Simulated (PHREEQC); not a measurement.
Solution (25 °C): 0.2 mol/kgw MnSO4, 0.0072 mol/kgw ZnCl2, 0.24 mol/kgw H2SO4 and 0.00037 mol/kgw NaCl. Closed to the air; pH follows from the charge balance.

Model: ion-association model, phreeqc.dat, run in PHREEQC.

```
quantity                   before    after
------------------------  -------  -------
pH                           0.83     0.67
ionic strength (mol/kgw)    0.684    0.318
HSO4- (mol/kgw)             0.285    0.207
SO4-2 (mol/kgw)            0.0827   0.0299
Cl- (mol/kgw)              0.0132   0.0147
Zn+2 (mol/kgw)            0.00390  0.00479
SI of Halite (NaCl)         -7.26    -7.15
```

### Question
What was changed between the two runs?
A) temperature from 25 to 40 °C
B) ZnCl2 from 0.0072 to 0.00072 mol/kgw
C) diluted 100-fold with water
D) NaCl from 0.00037 to 0.000555 mol/kgw
E) MnSO4 left out

### Answer
E, MnSO4 left out

No solid was allowed to form.
